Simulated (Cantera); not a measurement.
An isothermal, constant-pressure homogeneous reactor starts with 2.43 % CH4, 14.8 % O2, 82.8 % N2, equivalence ratio 0.33, at 1025 K and 9000 Torr.

Detailed kinetics in Cantera: GRI-Mech 3.0 (53 species, 325 reactions). The pressure lies above the range GRI-Mech 3.0 was tuned for (to about 10 atm). The temperature is held fixed by assumption; the heat of reaction is taken as removed at once.

x: mole fraction; the columns are a selection and need not sum to one.

```
t (s)        x CH4    x O2       x H      x H2   x HCN
--------  --------  ------  --------  --------  ------
0.000600    0.0243   0.148    <1e-12  1.04e-10  <1e-12
0.00145     0.0243   0.148  2.14e-12  9.65e-10  <1e-12
0.00353     0.0243   0.148  1.05e-11   1.13e-8  <1e-12
0.00855     0.0243   0.148  3.31e-11   1.03e-7  <1e-12
0.0207      0.0243   0.148  1.49e-10   9.34e-7  <1e-12
0.0503      0.0207   0.143   2.79e-8  0.000193  <1e-12
0.122     0.000528   0.106   4.01e-9  0.000102  <1e-12
0.295            ?   0.103  7.20e-10         ?  <1e-12
0.716            ?   0.101  2.18e-10         ?  <1e-12
1.74       5.65e-8  0.0999  4.99e-11   5.87e-7  <1e-12
4.21      6.68e-10  0.0995  8.80e-12   1.71e-7  <1e-12
10.2      3.66e-12  0.0994  1.46e-12   4.28e-8  <1e-12
24.7        <1e-12  0.0993    <1e-12   5.65e-9  <1e-12
60.0        <1e-12  0.0993    <1e-12  7.99e-12  <1e-12
```

Q: What belongs in the gaps?

A: 
- 0.295, x CH4: 4.42e-5
- 0.295, x H2: 1.32e-5
- 0.716, x CH4: 2.53e-6
- 0.716, x H2: 2.19e-6
